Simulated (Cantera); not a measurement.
Input: 1 mol FeS2, 1.8 mol SO3, 0.91 mol N2, held at 527 °C and 0.880 bar.

Method: chemical equilibrium by Gibbs-energy minimisation in Cantera with the NASA 1993 tables (ideal gas, pure condensed phases). Candidate condensed phases: Fe, FeO, FeS, FeSO4, FeS2, Fe2O3, Fe2(SO4)3, Fe3O4, S; 19 gas species. Gases not in the tables: S3 to S7. Kinetics and transport are ignored.

Task: What is the equilibrium state?

Result: 
```
Property                                Result
-----------------------------------  ---------
x(SO2)                                   0.730
x(N2)                                    0.269
x(S2)                                  0.00137
x(S2O)                                0.000387
n(FeS2(s))                           0.658 mol
n(Fe3O4(s))                          0.114 mol
gas amount                           3.387 mol
log10 activity of S(l) (absent)          -1.13
log10 activity of FeSO4(s) (absent)      -2.14
log10 activity of Fe(α) (absent)         -6.20
```
